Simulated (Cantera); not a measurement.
Feed: 1 mol Ti(OiPr)4, 3.1 mol CH4, equilibrated at 1925 K and 1.00 bar.

These are equilibrium values from Cantera (NASA tables, ideal gas, pure condensed phases), not measurements of a reactor. Candidate condensed phases: C, C6H6, C7H8, C8H18, H2O, Ti, TiC, TiO, TiO2, Ti2O3, Ti3O5, Ti4O7; 113 gas species. The feed counts by its element totals alone. TiC: taken at fixed stoichiometry. Kinetics and transport are ignored.

Base state: H2 0.833, CO 0.165, H 0.000873, C2H2 (acetylene) 0.000381, CH4 0.000363, H2O 2.20e-5 (mole fractions); condensed: C(graphite) + TiC(s).

What changes in the equilibrium state with this change: pressure from 1.00 bar to 0.430 bar?


```tsv
species	before	after
H2	0.833	0.833
CO	0.165	0.165
H	0.000873	0.00133
CH4	0.000363	0.000156
H2O	2.20e-5	9.46e-6
C2H2 (acetylene)	0.000381	0.000381
C(graphite), mol	10.1	10.1
TiC(s), mol	1.00	1.00
```
